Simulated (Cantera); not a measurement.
Standard-state values (1 bar) from the NASA 1993 polynomials, evaluated with Cantera. Values are per mole of reaction as written; species without (g) are pure solids or liquids, kept so even where they would boil at 1 bar.

2 Ta + 2 CO(g) + 2 C₂H₅OH(g) → 2 TaO₂(g) + 3 C₂H₄(g), with ΔH° = 446.7 kJ and ΔS° = 178.9 J/K at 300 K.

### Question
How far is the shortcut ΔG° ≈ ΔH°(300 K) − T·ΔS°(300 K) from the full temperature-dependent value at 1373, 1423, 1473, 1523, 1573, 1623 K?

### Answer
```json
[
 {"T (K)": "1373", "shortcut (kJ)": "201.1", "full (kJ)": "218.2", "difference (kJ)": "-17.1", "difference in log10 K": "0.65"},
 {"T (K)": "1423", "shortcut (kJ)": "192.1", "full (kJ)": "210.5", "difference (kJ)": "-18.4", "difference in log10 K": "0.67"},
 {"T (K)": "1473", "shortcut (kJ)": "183.2", "full (kJ)": "202.8", "difference (kJ)": "-19.6", "difference in log10 K": "0.70"},
 {"T (K)": "1523", "shortcut (kJ)": "174.2", "full (kJ)": "195.2", "difference (kJ)": "-20.9", "difference in log10 K": "0.72"},
 {"T (K)": "1573", "shortcut (kJ)": "165.3", "full (kJ)": "187.6", "difference (kJ)": "-22.3", "difference in log10 K": "0.74"},
 {"T (K)": "1623", "shortcut (kJ)": "156.4", "full (kJ)": "180.0", "difference (kJ)": "-23.6", "difference in log10 K": "0.76"}
]
```
The shortcut ignores the heat-capacity change of the reaction.
